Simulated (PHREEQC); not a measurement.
Dissolve 0.0011 mol/kgw Cu(BF4)2, 0.0109 mol/kgw HNO3 and 0.00035 mol/kgw FeCl3 at 25 °C. Closed to the air; pH follows from the charge balance.

Equilibrium calculation in PHREEQC: ion-association model, phreeqc.dat.

Precipitation was switched off in this run.

### Question
Predict the pH, ionic strength.

### Answer
pH 2.01; ionic strength 0.0144 mol/kgw.

### Question
In which forms is B present?

### Answer
H3BO3 52 %, BF4- 42 %, BF3OH- 4.2 %, BF2(OH)2- 1.6 % of the B.

Saturation is exceeded, for instance for Hematite (slow to form); the values hold only as long as no solid forms. Real BF4- forms and hydrolyses slowly; the run takes it at equilibrium. Fluoro complexes past AlF4- and FeF3 are missing from the database.
